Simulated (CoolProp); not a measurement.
Vapour-liquid equilibrium of carbon dioxide (1) + isopentane (2) at 235.9 K; x and y are mole fractions of (1).

Computed with CoolProp (multi-fluid Helmholtz-energy mixture model, Span 1996 and Lemmon 2006; pair parameters Kunz 2012).

Give the bubble pressure and the first vapour's composition at x = 0.25, 0.55, 0.95. Is there an azeotrope?

x = 0.25: 466.0 kPa, y = 0.989; x = 0.55: 748.6 kPa, y = 0.994; x = 0.95: 1049 kPa, y = 0.999. No azeotrope shows between x = 0.05 and 0.95.

Pair parameters are fitted to limited data, so mixtures are less certain than the pure fluids. The gap from Raoult's law changes sign with composition, which may be real or a fault of the pair parameters; it wasn't checked against measurements. With so large a gap from Raoult's law the liquid may split in two, which this calculation doesn't test in full.
